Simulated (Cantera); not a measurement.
Gas-phase reforming

A perfectly stirred reactor is fed with 29.1 % CH4, 22.7 % CO2, 43.6 % H2, 4.65 % H2O, at 165 Torr; it is held at 2023 K, and followed from long to short residence time.

Cantera simulation using GRI-Mech 3.0 (53 species, 325 reactions); the numbers are that mechanism's predictions, not measurements.

```csv
τ (s),x CH4,x CO2,x H2,x CH2O,x HO2
19,0.000844,0.000359,0.668,2.42e-8,<1e-12
8.0,0.00127,0.000676,0.666,3.38e-8,<1e-12
3.3,0.00194,0.00121,0.661,5.95e-8,<1e-12
1.4,0.00294,0.00204,0.654,1.22e-7,<1e-12
0.59,0.00447,0.00331,0.643,2.71e-7,<1e-12
0.25,0.00676,0.00519,0.627,6.11e-7,1.69e-12
0.10,0.0105,0.00822,0.604,1.42e-6,3.78e-12
0.043,0.0158,0.0125,0.578,2.97e-6,7.08e-12
0.018,0.0242,0.0201,0.549,5.94e-6,1.17e-11
0.0075,0.0383,0.0350,0.525,1.11e-5,1.64e-11
```
x: mole fraction; the columns are a selection and need not sum to one.
